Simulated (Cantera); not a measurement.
Mixture: 24.6 % CO, 0.761 % H2, 0.958 % CH4, 15.5 % O2, 58.2 % N2, at 1.01 bar, adiabatic and at constant pressure. Ignition delay is the time to a rise of 400 K.

Computed with Cantera and GRI-Mech 3.0 (53 species, 325 reactions). Where the delays flatten at high temperature, the 400 K rule measures the pace of heat release, not the induction time.

### Question
Predict: delay at 1300 K; delay at 1400 K; delay at 1500 K; delay at 1600 K.

### Answer
```json
{
 "delay at 1300 K": "0.162 ms",
 "delay at 1400 K": "0.119 ms",
 "delay at 1500 K": "96.9 µs",
 "delay at 1600 K": "85.4 µs"
}
```
